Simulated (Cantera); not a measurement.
Feed: 1 mol C₂H₂, 8.5 mol H₂, held at 2100 °C and 560000 Pa.

Method: chemical equilibrium by Gibbs-energy minimisation in Cantera with the NASA 1993 tables (ideal gas, pure condensed phases). Candidate condensed phases: C, C₆H₆, C₇H₈, C₈H₁₈; 76 gas species. Kinetics and transport are ignored.

Base state: H₂ 0.987, C₂H₂ (acetylene) 0.00608, H 0.00587, CH₄ 0.00102, CH₃ 0.000112, C₂H₄ 3.92e-5, C₄H₂ 1.54e-5 (mole fractions); condensed: C(graphite).

Problem. What changes in the equilibrium state with this change: 1.5 mol NH₃ added?

Solution. 
```
species            before    after
----------------  -------  -------
H₂                  0.987    0.922
N₂                      0   0.0537
HCN                     0   0.0113
HNC                     0  0.00113
NH₃                     0  1.37e-5
C₂H₄              3.92e-5  3.42e-5
C(graphite), mol     1.87     1.69
```
